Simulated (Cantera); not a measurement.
Hydrocarbon pyrolysis for carbon deposition

An isothermal, constant-pressure homogeneous reactor starts with C2H6 : N2 = 1 : 28 (molar parts), at 1623 K and 2.78 Torr.

Computed with Cantera and GRI-Mech 3.0 (53 species, 325 reactions). GRI-Mech 3.0 stops at C3 and has no aromatics, soot or wall deposition, so with more carbon than oxygen in the feed, carbon stays in small species such as C2H2 where larger ones or solid carbon would form. Radical loss at walls, strong at low pressure, is not modelled.

```
t (s)      x C2H6       x H      x H2    x C2H2     x HCN    x C2H4     x CH3
--------  -------  --------  --------  --------  --------  --------  --------
0.000100   0.0341   8.68e-7   3.84e-7  3.39e-11    <1e-12   6.78e-7  0.000756
0.000298   0.0333   1.18e-5   1.34e-5   3.14e-9  7.37e-12   1.73e-5   0.00219
0.000891   0.0304  0.000144  0.000504   1.20e-6   1.37e-8  0.000527   0.00588
0.00266    0.0184  0.000583   0.00705  0.000339   9.51e-7   0.00703    0.0127
0.00794   0.00134   0.00122    0.0286   0.00877   6.38e-6    0.0148   0.00844
0.0237    1.65e-5  0.000582    0.0463    0.0225   1.14e-5   0.00544   0.00179
0.0707    3.25e-6  0.000294    0.0528    0.0275   1.27e-5   0.00124  0.000722
0.211     1.11e-6  0.000185    0.0554    0.0291   1.33e-5  0.000198  0.000384
0.630     4.22e-7  0.000129    0.0571    0.0298   1.38e-5   6.30e-5  0.000222
1.88      1.86e-7  0.000110    0.0587    0.0303   1.43e-5   2.86e-5  0.000144
5.61      7.86e-8  0.000124    0.0610    0.0311   1.53e-5   1.17e-5   9.51e-5
16.8      1.53e-8  0.000170    0.0632    0.0318   1.80e-5   2.56e-6   4.42e-5
50.0      1.01e-9  0.000248    0.0641    0.0322   2.45e-5   8.07e-7   1.23e-5
```
x: mole fraction; the columns are a selection and need not sum to one.

Equilibrium at this temperature and pressure: C2H6 <1e-12, H 0.000290, H2 0.0644, C2H2 0.00856, HCN 0.0474, C2H4 1.84e-7, CH3 1.27e-7 (gas phase only).
